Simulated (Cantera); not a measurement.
Cantera with NASA thermochemical tables; ideal gases at 1 bar, condensed phases pure. Values are per mole of reaction as written; species without (g) are pure solids or liquids, kept so even where they would boil at 1 bar.

Question: Between 1273 and 2323 K, where is each reaction favourable under standard conditions?
- 2 HCl(g) + Pb(g) ⇌ PbCl2(g) + H2(g)

Answer: 
- 2 HCl(g) + Pb(g) ⇌ PbCl2(g) + H2(g): ΔG° is -61 kJ at 1273 K and 37 kJ at 2323 K; it changes sign between 1873 and 2023 K. ΔH° is -182 kJ and ΔS° -94 J/K at 2323 K.
